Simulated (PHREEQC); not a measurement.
A solution holds 0.0084 mol PbCl2, 7.7e-05 mol KBr and 0.00071 mol Na2SO4 per kg of water, at 25 °C. Closed to the air; pH follows from the charge balance.

All values are PHREEQC results (ion-association model, wateq4f.dat), not measurements.

Question: The ionic strength comes out as 0.0219 mol/kgw. What activity coefficients do PbCl+, PbBr+, Br-, Pb+2, PbOH+ get?

Answer: PbCl+ 0.87, PbBr+ 0.87, Br- 0.87, Pb+2 0.56, PbOH+ 0.87.

Precipitation was switched off in this run. The solution is supersaturated, for example in Anglesite, Larnakite, so a real one may precipitate; this is no full list.
